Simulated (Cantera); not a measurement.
**Ignition delay**

Mixture: CH4 : H2 : O2 : N2 = 1 : 0.12 : 1.08 : 4.08 (molar parts), equivalence ratio 1.9, at 0.370 bar, adiabatic and at constant pressure. Ignition delay is the time to a rise of 400 K.

Detailed kinetics in Cantera: GRI-Mech 3.0 (53 species, 325 reactions).

```tsv
T0 (K)	delay (ms)
1150	84.2
1225	33.4
1300	13.9
1375	6.14
1450	2.93
1525	1.52
1600	0.854
1675	0.512
```

- apparent activation energy between 1525 and 1675 K: 150 kJ/mol
